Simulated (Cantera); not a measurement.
An adiabatic, constant-pressure homogeneous reactor starts with 4.81 % CH3OH, 10.00 % O2, 81.7 % N2, 3.51 % CO2, at 1800 K and 0.440 bar.

Detailed kinetics in Cantera: GRI-Mech 3.0 (53 species, 325 reactions). GRI-Mech 3.0 was tuned for natural gas; its chemistry of methanol as a main component is partial and can be far from experiment.

Problem. Predict: time of steepest temperature rise; temperature at 3.00 s; equilibrium temperature; x(O2) at 3.00 s; x(CO2) at 3.00 s; x(CO) at 3.00 s; x(N2O) at 3.00 s.

Solution. 
* **time of steepest temperature rise**: 92.5 µs
* **temperature at 3.00 s**: 2412 K
* **equilibrium temperature**: 2412 K
* **x(O2) at 3.00 s**: 0.0288 (gas-phase equilibrium 0.0288)
* **x(CO2) at 3.00 s**: 0.0666 (gas-phase equilibrium 0.0666)
* **x(CO) at 3.00 s**: 0.0136 (gas-phase equilibrium 0.0136)
* **x(N2O) at 3.00 s**: 2.67e-7 (gas-phase equilibrium 2.67e-7)
